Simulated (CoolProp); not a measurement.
R407C at 293.15 K and 0.497 MPa flows at 3.2 m/s in a round tube of 12.7 mm bore and 1.5 µm roughness, fully developed (64/Re and Nu = 3.66 if laminar; Colebrook and Gnielinski if turbulent). Each further row changes one setting.

Values from CoolProp's reference Helmholtz-energy equation of state, Lemmon 2003. It is a pseudo-pure fit of the blend.

| case | Reynolds number | Darcy friction factor | pressure drop (Pa/m) | heat-transfer coefficient (W/(m² K)) | mass flow (kg/h) |
|---|---|---|---|---|---|
| as stated | 64900 | 0.0202 | 157 | 153 | 28.2 |
| velocity 6.4 m/s | 130000 | 0.0178 | 553 | 270 | 56.3 |
| diameter 25.4 mm | 130000 | 0.0174 | 67.8 | 132 | 113 |

Viscosity comes from a separate model (Geller 2000). Thermal conductivity comes from a separate model (Geller 2001).
